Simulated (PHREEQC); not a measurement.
A column of 0.2 m (40 cells, dispersivity 0.007 m, 60 s a shift, diffusion coefficient 3e-10 m²/s) holds 0.09 eq of the database's cation exchanger X per kg of pore water, first in equilibrium with 27 mmol/kgw MnCl2, 35 mmol/kgw ZnCl2 and 0.01 mmol/kgw HCl. It is flushed with 0.051 mol LiCl, 0.029 mol CaCl2 and 1e-05 mol HCl per kg of water, at 15 °C. Values are for the last cell. CO2 from the air is kept out. Nothing may precipitate in this run.

Model: ion-association model, phreeqc.dat, run in PHREEQC.

Problem. Predict Ca in solution (mol/kgw), Mn in solution (mol/kgw), Zn in solution (mol/kgw) at pore volumes = 0.5125, 0.7625, 3.013, 3.388, 3.638.

Solution. 
| pore volumes | Ca in solution (mol/kgw) | Mn in solution (mol/kgw) | Zn in solution (mol/kgw) |
|---|---|---|---|
| 0.5125 | 1.19e-8 | 0.0270 | 0.0350 |
| 0.7625 | 8.25e-6 | 0.0254 | 0.0332 |
| 3.013 | 0.0241 | 0.000269 | 0.00466 |
| 3.388 | 0.0265 | 8.02e-5 | 0.00243 |
| 3.638 | 0.0274 | 3.49e-5 | 0.00152 |

Complexes and solids missing from the database can't appear.
